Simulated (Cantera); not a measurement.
Charge: 1 mol Fe2O3, 0.27 mol HCl, 0.094 mol H2, equilibrated at 23000 Pa.

These are equilibrium values from Cantera (NASA tables, ideal gas, pure condensed phases), not measurements of a reactor. Candidate condensed phases: Fe, FeCl2, FeCl3, FeO, Fe(OH)2, Fe(OH)3, Fe2O3, Fe3O4, H2O; 22 gas species. Mutual solubility and eutectic melting of coexisting phases are not modelled. Kinetics and transport are ignored. All values below are at 825 °C.

Base state: HCl 0.722, H2O 0.269, FeCl2 0.00787, FeCl3 0.00164, Fe2Cl4 3.51e-5, Cl2 2.56e-5, Cl 1.56e-5 (mole fractions); condensed: Fe2O3(s) + Fe3O4(s).

Task: What changes in the equilibrium state with this change: H2 from 0.094 to 0.3 mol?

Result: 
```tsv
species	before	after
H2O	0.269	0.528
HCl	0.722	0.470
FeCl2	0.00787	0.00170
Fe2Cl4	3.51e-5	1.64e-6
FeCl3	0.00164	0.000164
Cl2	2.56e-5	5.52e-6
Cl	1.56e-5	7.24e-6
Fe2O3(s), mol	0.721	0.101
Fe3O4(s), mol	0.185	0.599
```
